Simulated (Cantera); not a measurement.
Feed: 1 mol C2H6, 0.5 mol NH3, 1.9 mol H2, equilibrated at 0.450 bar.

Method: chemical equilibrium by Gibbs-energy minimisation in Cantera with the NASA 1993 tables (ideal gas, pure condensed phases). Candidate condensed phases: C, C6H6, C7H8, C8H18; 92 gas species. Rates play no part.

Over these rows the condensed part is C(graphite). Partial pressures as log10 of bar:

```
T (K)  1000/T (1/K)  log p HCN  log p H2  log p N2
-----  ------------  ---------  --------  --------
1475         0.6780      -4.10     -0.37     -1.72
1625         0.6154      -3.67     -0.37     -1.72
1775         0.5634      -3.31     -0.37     -1.73
1925         0.5195      -3.01     -0.37     -1.73
2075         0.4819      -2.76     -0.37     -1.74
2225         0.4494          ?     -0.37     -1.76
```

Problem. Fit log p(HCN) = a + b·(1000/T) to the five rows, give the apparent enthalpy, and predict the row at 2225 K.

Solution. Means: 1000/T = 0.5716, log p = -3.370. Sxy = -0.164777, Sxx = 0.0240671, so b = -6.85 and a = -3.370 − (-6.85)×0.5716 = 0.55.
Apparent enthalpy: −19.145 × (-6.85) = 131 kJ/mol. With the condensed phases at unit activity, C(graphite) + 1/2 H2(g) + 1/2 N2(g) = HCN(g) links this pressure to the main gases: over the six rows their terms move log p by -0.02 in all, so the slope is close to that reaction's ΔH°. The five rows lie within 0.01 of the line.
Prediction at 2225 K: 0.55 + (-6.85)×0.4494 = -2.53. The computed value is -2.55, 0.02 from the line.
